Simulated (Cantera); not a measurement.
A jet of CH4 : O2 : N2 = 0.021 : 0.094 : 0.79 (molar parts), equivalence ratio 0.45 at 300 K and 0.168 atm hits a platinum plate 7.4 cm away at a mass flux of 0.025 kg/m²/s; the plate temperature is set and raised in steps from an oxygen-covered start.

Cantera simulation using Deutschmann's 1995 Pt surface mechanism with GRI-Mech 3.0 gas chemistry; the numbers are that mechanism's predictions, not measurements. Catalytic surfaces can have several steady states; this one follows from the mechanism file's or the stated starting coverage.

One state of this run: wall x CH4 = 0.000898; wall x O2 = 0.0574; wall x H2O = 0.0409; wall x OH = 3.72e-6; wall x CO = 4.64e-6; wall x CO2 = 0.0264; θ free Pt = 0.585; θ O* = 0.414; θ OH* = 0.00103. x: mole fraction at the wall; θ: surface coverage.

Which value of plate T (K) does it belong to?
(A) 1100
(B) 1000
(C) 1200
(D) 1150

C, 1200
